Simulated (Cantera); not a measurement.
A perfectly stirred reactor is fed with 54.1 % NH3, 45.9 % N2, at 9600 Pa; it is held at 2148 K, and followed from long to short residence time.

Detailed kinetics in Cantera: the gas-phase N/H chemistry of the illustrative SiF4/NH3 mechanism in the Surface Chemkin manual (1991). Walls and surfaces, which speed up NH3 decomposition in real reactors, are not modelled.

x: mole fraction; the columns are a selection and need not sum to one.

| τ (s) | x NH3 | x N2H2 | x N2 | x H2 | x N | x N2H4 |
|---|---|---|---|---|---|---|
| 4.4 | 0.00550 | 5.18e-8 | 0.473 | 0.519 | 3.63e-6 | 9.96e-11 |
| 1.1 | 0.0286 | 2.57e-7 | 0.473 | 0.497 | 2.98e-6 | 8.05e-10 |
| 0.27 | ? | ? | 0.471 | ? | 2.85e-6 | ? |
| 0.067 | 0.258 | 3.14e-6 | 0.466 | 0.274 | 2.51e-6 | 1.64e-8 |
| 0.016 | 0.428 | 5.97e-6 | 0.462 | 0.108 | 1.61e-6 | 3.68e-8 |
| 0.0041 | 0.507 | ? | 0.460 | ? | ? | ? |
| 0.0010 | 0.533 | 5.42e-6 | 0.459 | 0.00634 | 1.21e-7 | 4.95e-8 |

### Question
Some entries are withheld; supply them.

### Answer

- 0.27, x NH3: 0.102
- 0.27, x N2H2: 1.05e-6
- 0.27, x H2: 0.426
- 0.27, x N2H4: 4.48e-9
- 0.0041, x N2H2: 7.08e-6
- 0.0041, x H2: 0.0310
- 0.0041, x N: 5.82e-7
- 0.0041, x N2H4: 5.42e-8
